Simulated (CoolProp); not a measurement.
Properties of R22 along the isobar 101 kPa (Tc = 369.3 K, pc = 4990 kPa, ω = 0.221).

Computed with CoolProp (reference Helmholtz-energy equation of state, Kamei 1995).

| T (K) | phase | Z | cv (kJ/(kg K)) | expansivity (1/kK) | viscosity (µPa s) | conductivity (mW/(m K)) |
|---|---|---|---|---|---|---|
| 132 | liquid | 0.004740 | 0.6984 | 1.549 | 3750 | 167 |
| 141.5 | liquid | 0.004487 | 0.6895 | 1.573 | 2360 | 161 |
| 150.9 | liquid | 0.004271 | 0.6830 | 1.600 | 1620 | 156 |
| 160.4 | liquid | 0.004080 | 0.6774 | 1.630 | 1180 | 151 |
| 169.9 | liquid | 0.003913 | 0.6723 | 1.663 | 903 | 145 |
| 179.3 | liquid | 0.003767 | 0.6675 | 1.700 | 718 | 140 |
| 188.8 | liquid | 0.003636 | 0.6630 | 1.745 | 586 | 135 |
| 198.2 | liquid | 0.003522 | 0.6592 | 1.797 | 490 | 131 |
| 207.7 | liquid | 0.003420 | 0.6564 | 1.858 | 416 | 126 |
| 217.2 | liquid | 0.003329 | 0.6547 | 1.931 | 358 | 121 |
| 226.6 | liquid | 0.003251 | 0.6544 | 2.016 | 311 | 117 |

Viscosity comes from a separate model (Bell 2016), an estimate that may be off by 10 % or more. Thermal conductivity comes from a separate model (McLinden 2000), an estimate that may be off by 10 % or more.
